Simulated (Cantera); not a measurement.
Cantera run, input and output.

```python
import numpy as np
import cantera as ct

gas = ct.Solution("gri30.yaml")
gas.TPX = 925, 720, {'H2': 0.46, 'O2': 0.46}
reactor = ct.IdealGasConstPressureReactor(gas, energy="off", clone=False)
net = ct.ReactorNet([reactor])
net.rtol, net.atol = 1e-08, 1e-18
show = ['H2', 'O2', 'OH', 'HO2', 'H2O']
times = np.geomspace(6e-06, 30, 15)

steps = ct.SolutionArray(gas, extra=["t"])
rows = []
print(f"{'t/s':>10s}{'T/K':>9s}{'P/Pa':>11s}" + "".join(f"{s:>11s}" for s in show))
for t in times:
    while net.time < t:
        t_next = net.step()
        steps.append(gas.state, t=t_next)
    rows.append([np.interp(t, steps.t, y) for y in (steps.T, steps.P, *steps(*show).X.T)])
    print(f"{t:10.3e}{rows[-1][0]:9.1f}{rows[-1][1]:11.4g}" + "".join(f"{x:11.3e}" for x in rows[-1][2:]))
rate = np.gradient(steps.T, steps.t)
print("integrator steps:", len(steps.t))
if steps.T.max() > steps.T[0] + 200:
    print(f"time of steepest temperature rise: {steps.t[rate.argmax()]:.4e} s")
gas.TPX = 925, 720, {'H2': 0.46, 'O2': 0.46}
gas.equilibrate("TP")
print(f"equilibrium (TP): T = {gas.T:.1f} K  " + "  ".join(f"{s} {gas[s].X[0]:.3e}" for s in show))
```

It prints:

```
       t/s      T/K       P/Pa         H2         O2         OH        HO2        H2O
 6.000e-06    925.0        720  5.000e-01  5.000e-01  2.831e-15  8.537e-13  2.822e-16
 1.806e-05    925.0        720  5.000e-01  5.000e-01  2.205e-14  2.570e-12  6.661e-15
 5.434e-05    925.0        720  5.000e-01  5.000e-01  1.390e-13  7.737e-12  1.352e-13
 1.635e-04    925.0        720  5.000e-01  5.000e-01  6.940e-13  2.332e-11  2.190e-12
 4.922e-04    925.0        720  5.000e-01  5.000e-01  3.521e-12  7.054e-11  3.252e-11
 1.481e-03    925.0        720  5.000e-01  5.000e-01  3.433e-11  2.203e-10  7.165e-10
 4.458e-03    925.0        720  5.000e-01  5.000e-01  6.983e-09  3.073e-09  1.867e-07
 1.342e-02    925.0        720  2.053e-01  3.866e-01  4.778e-03  7.294e-06  2.127e-01
 4.038e-02    925.0        720  1.025e-02  3.329e-01  2.282e-03  1.342e-05  6.349e-01
 1.215e-01    925.0        720  5.999e-04  3.333e-01  3.098e-04  6.619e-06  6.655e-01
 3.657e-01    925.0        720  5.539e-05  3.333e-01  9.229e-05  1.311e-06  6.665e-01
 1.101e+00    925.0        720  5.345e-06  3.333e-01  3.489e-05  1.987e-07  6.666e-01
 3.312e+00    925.0        720  6.284e-07  3.333e-01  1.517e-05  3.729e-08  6.667e-01
 9.968e+00    925.0        720  1.160e-07  3.333e-01  7.458e-06  9.302e-09  6.667e-01
 3.000e+01    925.0        720  2.907e-08  3.333e-01  3.941e-06  2.728e-09  6.667e-01
integrator steps: 1880
equilibrium (TP): T = 925.0 K  H2 1.070e-10  O2 3.333e-01  OH 2.354e-07  HO2 2.708e-10  H2O 6.667e-01
```

Model: GRI-Mech 3.0 (53 species, 325 reactions), integrated in Cantera. Radical loss at walls, strong at low pressure, is not modelled. Below about 950 K walls govern HO2 and H2O2 in real vessels. The temperature is held fixed by assumption; the heat of reaction is taken as removed at once.
